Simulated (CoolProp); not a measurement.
R507A along the isobar 3.91 MPa: Z from the reference equation and from simpler models built on Tc = 70.6 °C, pc = 3.705 MPa, ω = 0.286; each cubic takes its own stable root.

Values from CoolProp's reference Helmholtz-energy equation of state, Lemmon 2003. It is a pseudo-pure fit of the blend.

```json
[
 {"T (°C)": "-45.55", "phase": "liquid", "reference": "0.1543"},
 {"T (°C)": "-11.45", "phase": "liquid", "reference": "0.1461"},
 {"T (°C)": "22.55", "phase": "liquid", "reference": "0.1446"},
 {"T (°C)": "56.65", "phase": "liquid", "reference": "0.1581"},
 {"T (°C)": "90.65", "phase": "supercritical", "reference": "0.5970"},
 {"T (°C)": "124.75", "phase": "supercritical", "reference": "0.7493"},
 {"T (°C)": "158.75", "phase": "supercritical", "reference": "0.8274"},
 {"T (°C)": "192.85", "phase": "supercritical", "reference": "0.8769"},
 {"T (°C)": "226.85", "phase": "supercritical", "reference": "0.9108"}
]
```

Question: How far does each simpler model (van der Waals, Peng-Robinson) lie from the reference over these 9 states: mean and median of the absolute difference, and the worst?

Answer: 
- van der Waals: mean 31.8 %, median 3.9 %, worst +70.4 % at -45.55 °C and 3.91 MPa
- Peng-Robinson: mean 2.1 %, median 0.8 %, worst +11.1 % at 56.65 °C and 3.91 MPa
